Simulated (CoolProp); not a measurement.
The numbers come from the reference Helmholtz-energy equation of state, Lemmon and Jacobsen 2000 in CoolProp.

**Question.** Give the vapour pressure (MPa), surface tension (mN/m), liquid conductivity (mW/(m K)) of saturated R143a at 223.1, 231.8, 275.3 K.

**Answer.** 
```tsv
T (K)	p (MPa)	surface tension (mN/m)	liquid conductivity (mW/(m K))
223.1	0.0885	14.7	103
231.8	0.133	13.4	98.8
275.3	0.662	7.36	79.8
```

Thermal conductivity comes from a separate model (McLinden 2000), an estimate that may be off by 10 % or more. Surface tension comes from a separate correlation (Mulero 2014).
